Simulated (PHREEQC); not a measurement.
## Nickel, zinc or cadmium bath: speciation

Dissolve 0.023 mol ZnSO4, 0.061 mol KCl and 0.42 mol HCl per kg of water at 20 °C. Closed to the air; pH follows from the charge balance.

Model: ion-association model, phreeqc.dat, run in PHREEQC.

The pH is 0.51, the ionic strength is 0.520 mol/kgw and the activity of water is 0.983. The specific conductance is 115000 µS/cm. The density comes out as 1.012 g/cm³ and the total alkalinity is -420 meq/kg.

| species | molality | activity | log γ |
|---|---|---|---|
| Cl- | 0.474 | 0.308 | -0.187 |
| H+ | 0.400 | 0.306 | -0.117 |
| K+ | 0.0608 | 0.0391 | -0.192 |
| HSO4- | 0.0197 | 0.0145 | -0.133 |
| Zn+2 | 0.0175 | 0.00375 | -0.669 |
| ZnCl+ | 0.00382 | 0.00248 | -0.188 |
| SO4-2 | 0.00266 | 0.000543 | -0.690 |

This is a speciation only: nothing precipitates in the calculation. Complexes and solids missing from the database can't appear.
